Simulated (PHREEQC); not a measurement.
Consider water at 93 °C with 0.0026 mol HNO3, 7.7e-05 mol CaCl2 and 0.001 mol CuCl2 per kg of water. Closed to the air; pH follows from the charge balance.

The numbers come from PHREEQC with the ion-association model, phreeqc.dat.

The ionic strength comes out as 0.00572 mol/kgw. What activity coefficients do Ca+2, Cu+2, Cl-, H+, CuCl+ get?

Ca+2 0.70, Cu+2 0.70, Cl- 0.91, H+ 0.92, CuCl+ 0.91.

No solid was allowed to form. Away from 25 °C the constants follow the database's enthalpies or fits; those with neither stay at their 25 °C values.
